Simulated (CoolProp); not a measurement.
A Linde-Hampson liquefier for methane: isothermal reversible compression at 280 K from 1 atm to 15 MPa, throttling to 1 atm, return gas leaving the recuperator 5 K below the feed. Each further row changes one setting.

Model: reference Helmholtz-energy equation of state, Setzmann 1991, in CoolProp.

| case | liquid yield per pass | compression work (kJ/kg of gas) |
|---|---|---|
| as stated | [?] | 682 |
| high pressure 30 MPa | [?] | 763 |
| warm-end temperature 310 K | 0.132 | 772 |
| warm-end gap 10 K | [?] | 682 |

What belongs in the gaps?


- as stated, liquid yield per pass: 0.186
- high pressure 30 MPa, liquid yield per pass: 0.268
- warm-end gap 10 K, liquid yield per pass: 0.176
